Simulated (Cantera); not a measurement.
Input: 1 mol CH₃SiCl₃, 0.68 mol C₂H₂, 1.5 mol H₂, at 10000 Pa.

Cantera equilibrium calculation (NASA polynomials, part measured and part estimated; ideal gas, pure solids and liquids). Candidate condensed phases: C, C₆H₆, C₇H₈, C₈H₁₈, Si, SiC; 109 gas species. The feed counts by its element totals alone. The tables' values for SiCl₃, SiCl are old estimates; treat these amounts as uncertain. Gases not in the tables: Si₂H₆ and higher silanes. Equilibrium is a limit: real reactors are often held back by kinetics, nucleation or transport.

log p: log10 of the partial pressure in bar; n: condensed amount in mol.

| T (°C) | log p H₂ | log p HCl | log p SiCl₂ | log p SiCl₄ | log p H | log p Cl | n C(graphite) | n SiC(s) |
|---|---|---|---|---|---|---|---|---|
| 1002 | -1.25 | -1.42 | -3.77 | -2.27 | -6.76 | -7.00 | 1.66 | 0.698 |
| 1077 | -1.28 | -1.37 | -3.42 | -2.45 | -6.26 | -6.43 | 1.59 | 0.766 |
| 1152 | -1.31 | -1.33 | -3.14 | -2.66 | -5.82 | -5.93 | 1.55 | 0.813 |
| 1227 | -1.32 | -1.31 | -2.92 | -2.92 | -5.42 | -5.49 | 1.52 | 0.837 |
| 1302 | -1.33 | -1.30 | -2.75 | -3.20 | -5.05 | -5.11 | 1.52 | 0.840 |
| 1377 | -1.33 | -1.30 | -2.62 | -3.51 | -4.71 | -4.78 | 1.53 | 0.827 |
| 1452 | -1.33 | -1.30 | -2.51 | -3.81 | -4.40 | -4.48 | 1.55 | 0.805 |
| 1527 | -1.33 | -1.31 | -2.42 | -4.10 | -4.11 | -4.21 | 1.58 | 0.777 |
| 1602 | -1.33 | -1.32 | ___ | ___ | ___ | ___ | 1.61 | 0.746 |
| 1677 | -1.32 | -1.33 | -2.29 | -4.66 | -3.60 | -3.74 | 1.64 | 0.714 |
| 1752 | -1.32 | -1.35 | -2.23 | -4.92 | -3.37 | -3.53 | 1.67 | 0.681 |
| 1827 | -1.31 | -1.36 | -2.19 | -5.17 | -3.16 | -3.34 | 1.70 | 0.648 |
| 1902 | -1.31 | -1.38 | -2.15 | ___ | ___ | ___ | 1.73 | 0.614 |
| 1977 | -1.31 | -1.39 | -2.12 | -5.64 | -2.78 | -3.01 | 1.76 | 0.580 |

Task: What belongs in the gaps?

Result: 
- 1602, log p SiCl₂: -2.35
- 1602, log p SiCl₄: -4.39
- 1602, log p H: -3.85
- 1602, log p Cl: -3.96
- 1902, log p SiCl₄: -5.41
- 1902, log p H: -2.97
- 1902, log p Cl: -3.17
